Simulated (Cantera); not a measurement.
A perfectly stirred reactor is fed with C₂H₆ : N₂ = 1 : 25 (molar parts), at 0.00760 bar; it is held at 1773 K, and followed from long to short residence time.

Model: GRI-Mech 3.0 (53 species, 325 reactions), integrated in Cantera. GRI-Mech 3.0 stops at C3 and has no aromatics, soot or wall deposition, so with more carbon than oxygen in the feed, carbon stays in small species such as C2H2 where larger ones or solid carbon would form. Radical loss at walls, strong at low pressure, is not modelled.

```json
[
 {"quantity": "x(C₂H₆) at τ = 5.80 s", "before": "3.38e-6", "after": "7.15e-6"},
 {"quantity": "x(CH₄) at τ = 5.80 s", "before": "0.00106", "after": "0.00355"},
 {"quantity": "x(H) at τ = 5.80 s", "before": "0.000842", "after": "0.00135"},
 {"quantity": "x(C₂H) at τ = 5.80 s", "before": "3.29e-6", "after": "5.31e-6"},
 {"quantity": "x(C₂H₂) at τ = 5.80 s", "before": "0.0348", "after": "0.0942"},
 {"quantity": "x(C₂H₆) at τ = 0.100 s", "before": "0.000176", "after": "0.000379"},
 {"quantity": "x(CH₄) at τ = 0.100 s", "before": "0.00552", "after": "0.0196"},
 {"quantity": "x(H) at τ = 0.100 s", "before": "0.00104", "after": "0.00158"},
 {"quantity": "x(C₂H) at τ = 0.100 s", "before": "4.21e-6", "after": "6.48e-6"},
 {"quantity": "x(C₂H₂) at τ = 0.100 s", "before": "0.0311", "after": "0.0842"}
]
```

Task: Name the change that produced these shifts.
A. N2 25 to 7.4 parts
B. temperature 1773 to 1200 K
C. N2 25 to 210 parts
D. temperature 1773 to 1525 K

Result: A, N2 25 to 7.4 parts
